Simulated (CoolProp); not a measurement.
Vapour-liquid equilibrium of p-xylene (1) + n-nonane (2) at 103.65 °C; x and y are mole fractions of (1).

Computed with CoolProp (multi-fluid Helmholtz-energy mixture model, Zhou 2012 and Lemmon 2006; pair parameters Bell 2016).

Give the bubble pressure and the first vapour's composition at x = 0.05, 0.2, 0.95. Is there an azeotrope?

x = 0.05: 0.02475 MPa, y = 0.078; x = 0.2: 0.02683 MPa, y = 0.279; x = 0.95: 0.03566 MPa, y = 0.965. No azeotrope shows between x = 0.05 and 0.95.

The pair parameters rest on a limited set of measurements; away from them the model extrapolates.
